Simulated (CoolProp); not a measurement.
Computed with CoolProp (reference Helmholtz-energy equation of state, Thol 2017).

For decamethyltetrasiloxane (MD2M), give the phase and the cv (kJ/(kg K)) at 418.2 K and 188 kPa; 579.6 K and 20.4 kPa.


- 418.2 K and 188 kPa: liquid; cv 1.73
- 579.6 K and 20.4 kPa: gas; cv 1.97
